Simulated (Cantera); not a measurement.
A perfectly stirred reactor is fed with H₂ : O₂ : N₂ : H₂O = 0.47 : 1 : 2.6 : 0.026 (molar parts), equivalence ratio 0.23, at 0.987 atm; it is held at 1225 K, and followed from long to short residence time.

Cantera simulation using GRI-Mech 3.0 (53 species, 325 reactions); the numbers are that mechanism's predictions, not measurements. The temperature is held fixed by assumption; the heat of reaction is taken as removed at once.

Problem. Predict: x(H₂) at τ = 2.20 s; x(O₂) at τ = 2.20 s; x(H₂O₂) at τ = 2.20 s; x(H₂O) at τ = 2.20 s; x(O) at τ = 2.20 s; x(H₂) at τ = 16.0 ms; x(O₂) at τ = 16.0 ms; x(H₂O₂) at τ = 16.0 ms; x(H₂O) at τ = 16.0 ms; x(O) at τ = 16.0 ms.

Solution. 
- x(H₂) at τ = 2.20 s = 3.97e-5
- x(O₂) at τ = 2.20 s = 0.198
- x(H₂O₂) at τ = 2.20 s = 1.87e-7
- x(H₂O) at τ = 2.20 s = 0.128
- x(O) at τ = 2.20 s = 4.31e-6
- x(H₂) at τ = 16.0 ms = 0.00104
- x(O₂) at τ = 16.0 ms = 0.198
- x(H₂O₂) at τ = 16.0 ms = 2.25e-6
- x(H₂O) at τ = 16.0 ms = 0.127
- x(O) at τ = 16.0 ms = 0.000140
